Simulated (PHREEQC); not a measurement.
Dissolve 0.001 mol KOH, 0.0026 mol KNO3 and 0.19 mol KH2PO4 per kg of water at 50 °C. Closed to the air; pH follows from the charge balance.

All values are PHREEQC results (ion-association model, phreeqc.dat), not measurements.

Precipitation was switched off in this run.

Problem. What pH does the model give?

Solution. pH 4.63.

Species that the database lacks are ignored. Away from 25 °C the constants follow the database's enthalpies or fits; those with neither stay at their 25 °C values.
